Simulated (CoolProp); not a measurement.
A single-stage vapour-compression cycle with trans-2-butene: evaporating at 267.15 K (dew point), condensing at 307.15 K (bubble point), superheat 2 K, subcooling 0 K, compressor efficiency 0.85, no pressure losses. Each further row changes one setting.

Model: reference Helmholtz-energy equation of state, Lemmon 2005, in CoolProp. It is a short technical equation, of lower accuracy than the large ones.

```json
[
 {"case": "as stated", "cooling COP": "4.90", "pressure ratio": "3.99", "discharge temperature (K)": "317.0", "refrigerating effect (kJ/kg)": "323", "volumetric capacity (kJ/m³)": "649"},
 {"case": "evaporating temperature 272.15 K", "cooling COP": "5.81", "pressure ratio": "3.27", "discharge temperature (K)": "315.5", "refrigerating effect (kJ/kg)": "330", "volumetric capacity (kJ/m³)": "[?]"},
 {"case": "condensing temperature 302.15 K", "cooling COP": "5.72", "pressure ratio": "3.43", "discharge temperature (K)": "311.6", "refrigerating effect (kJ/kg)": "335", "volumetric capacity (kJ/m³)": "672"},
 {"case": "subcooling 5 K", "cooling COP": "5.08", "pressure ratio": "3.99", "discharge temperature (K)": "317.0", "refrigerating effect (kJ/kg)": "335", "volumetric capacity (kJ/m³)": "672"},
 {"case": "superheat 12 K", "cooling COP": "4.92", "pressure ratio": "3.99", "discharge temperature (K)": "327.3", "refrigerating effect (kJ/kg)": "[?]", "volumetric capacity (kJ/m³)": "652"},
 {"case": "compressor efficiency 0.75", "cooling COP": "[?]", "pressure ratio": "3.99", "discharge temperature (K)": "322.0", "refrigerating effect (kJ/kg)": "323", "volumetric capacity (kJ/m³)": "649"}
]
```

**Question.** Complete the blanks.

**Answer.** 
- evaporating temperature 272.15 K, volumetric capacity (kJ/m³): 796
- superheat 12 K, refrigerating effect (kJ/kg): 338
- compressor efficiency 0.75, cooling COP: 4.32
